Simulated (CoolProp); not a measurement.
Vapour-liquid equilibrium of R13 (1) + n-butane (2) at 3.9 bar; x and y are mole fractions of (1).

The numbers come from the multi-fluid Helmholtz-energy mixture model, Platzer 1990 and Bücker 2006; pair parameters Bell 2016 in CoolProp. This equation is an older, rougher fit; its heat capacities, sound speeds and derivatives of the liquid may be far off and weren't checked against measurements.

| x | bubble temperature (°C) | y at the bubble point | dew temperature at overall composition x (°C) | liquid density (mol/L) |
|---|---|---|---|---|
| 0.05 | 17.2 | 0.508 | 39.1 | 10.07 |
| 0.125 | -6.2 | 0.795 | 36.1 | 10.64 |
| 0.2 | -19.3 | 0.886 | 33.0 | 11.02 |
| 0.275 | -27.1 | 0.924 | 29.6 | 11.31 |
| 0.35 | -32.2 | 0.944 | 26.0 | 11.56 |
| 0.425 | -35.9 | 0.956 | 22.0 | 11.78 |
| 0.5 | -38.7 | 0.965 | 17.7 | 11.99 |
| 0.575 | -41.0 | 0.971 | 12.9 | 12.20 |
| 0.65 | -43.0 | 0.976 | 7.4 | 12.40 |
| 0.725 | -44.9 | 0.981 | 1.0 | 12.60 |
| 0.8 | -46.7 | 0.986 | -6.9 | 12.81 |
| 0.875 | -48.6 | 0.991 | -17.4 | 13.03 |
| 0.95 | -50.5 | 0.996 | -33.9 | 13.25 |

No azeotrope shows between x = 0.05 and 0.95.

The pair parameters rest on a limited set of measurements; away from them the model extrapolates. With so large a gap from Raoult's law the liquid may split in two, which this calculation doesn't test in full.
